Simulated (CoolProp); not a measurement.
Vapour-liquid equilibrium of p-xylene (1) + n-nonane (2) at 491.1 K; x and y are mole fractions of (1).

The numbers come from the multi-fluid Helmholtz-energy mixture model, Zhou 2012 and Lemmon 2006; pair parameters Bell 2016 in CoolProp.

```csv
x,"bubble pressure, mixture model (MPa)","bubble pressure, Raoult's law (MPa)","y, mixture model","y, Raoult's law"
0.05,0.4597,0.4587,0.062,0.063
0.2,0.4801,0.4775,0.236,0.242
0.35,0.4991,0.4963,0.396,0.407
0.5,0.5173,0.5150,0.548,0.561
0.65,0.5352,0.5338,0.691,0.703
0.8,0.5531,0.5526,0.828,0.836
0.95,0.5714,0.5713,0.958,0.960
```

The largest gap from Raoult's law is +0.6 % in bubble pressure, at x = 0.35. No azeotrope shows between x = 0.05 and 0.95.

The pair parameters rest on a limited set of measurements; away from them the model extrapolates.
